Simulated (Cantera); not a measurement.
A closed system holds: 1 mol SiH4, 2.9 mol NH3, 42 mol N2, at 2000 K and 0.240 bar.

Method: chemical equilibrium by Gibbs-energy minimisation in Cantera with the NASA 1993 tables (ideal gas, pure condensed phases). Candidate condensed phases: Si, Si3N4; 18 gas species. The tables' values for SiN are old estimates; treat these amounts as uncertain. Gases not in the tables: Si2H6 and higher silanes. The numbers say what is thermodynamically allowed, not how fast it happens.

Base state: N2 0.870, H2 0.129, H 0.00119, Si 0.000155, Si2N 2.06e-5, SiH 1.84e-5, SiN 1.84e-5, SiH2 1.16e-5 (mole fractions); condensed: Si3N4(s).

What changes in the equilibrium state with this change: NH3 from 2.9 to 24 mol?


```
species          before     after
-------------  --------  --------
N2                0.870     0.586
H2                0.129     0.411
H               0.00119   0.00213
Si             0.000155  0.000181
SiH2            1.16e-5   4.37e-5
SiH             1.84e-5   3.87e-5
Si2N            2.06e-5   2.33e-5
Si3N4(s), mol     0.329         0
Si(l), mol            0     0.969
```
